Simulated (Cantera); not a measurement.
A perfectly stirred reactor is fed with 0.529 % CH3OH, 1.57 % O2, 97.9 % N2, equivalence ratio 0.51, at 11.0 bar; it is held at 1425 K, and followed from long to short residence time.

Detailed kinetics in Cantera: GRI-Mech 3.0 (53 species, 325 reactions). GRI-Mech 3.0 was tuned for natural gas; its chemistry of methanol as a main component is partial and can be far from experiment.

One state of this run: x CH3OH = 6.02e-7; x O2 = 0.00772; x H2O = 0.0105; x C2H = <1e-12; x NO = 6.14e-7; x N2O = 7.10e-7. x: mole fraction; the columns are a selection and need not sum to one.

Which value of τ (s) does it belong to?
A) 0.00088
B) 0.26
C) 0.66
D) 1.7

C, 0.66
